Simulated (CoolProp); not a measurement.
Benzene at 434.39 K and 0.296 MPa is compressed adiabatically to 0.979 MPa with isentropic efficiency 0.9. Each further row changes one setting.

The numbers come from the reference Helmholtz-energy equation of state, Thol 2012 in CoolProp.

```csv
case,work (kJ/kg),final temperature (K),final density (kg/m³)
as stated,…,478.8,…
efficiency 1,52.9,…,…
efficiency 0.65,…,…,…
```

Question: Some entries are withheld; supply them.

Answer: 
- as stated, work (kJ/kg): 58.8
- as stated, final density (kg/m³): 22.1
- efficiency 1, final temperature (K): 475.6
- efficiency 1, final density (kg/m³): 22.3
- efficiency 0.65, work (kJ/kg): 81.4
- efficiency 0.65, final temperature (K): 490.9
- efficiency 0.65, final density (kg/m³): 21.2
